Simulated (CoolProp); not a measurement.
A single-stage vapour-compression cycle with ammonia: evaporating at 249.15 K (dew point), condensing at 276.15 K (bubble point), superheat 0 K, subcooling 0 K, compressor efficiency 0.9, no pressure losses. Each further row changes one setting.

Model: reference Helmholtz-energy equation of state, Gao 2020, in CoolProp.

```csv
case,cooling COP,pressure ratio,discharge temperature (K),refrigerating effect (kJ/kg),volumetric capacity (kJ/m³)
as stated,?,3.02,328.8,1220,1650
evaporating temperature 254.15 K,?,2.41,316.8,1220,?
condensing temperature 271.15 K,9.29,2.51,314.0,1240,1680
subcooling 5 K,7.56,3.02,328.8,1240,1680
superheat 10 K,7.22,3.02,?,1240,?
compressor efficiency 0.8,?,3.02,337.5,1220,1650
```

### Question
Fill in the missing entries.

### Answer

- as stated, cooling COP: 7.42
- evaporating temperature 254.15 K, cooling COP: 9.49
- evaporating temperature 254.15 K, volumetric capacity (kJ/m³): 2050
- superheat 10 K, discharge temperature (K): 342.0
- superheat 10 K, volumetric capacity (kJ/m³): 1610
- compressor efficiency 0.8, cooling COP: 6.59
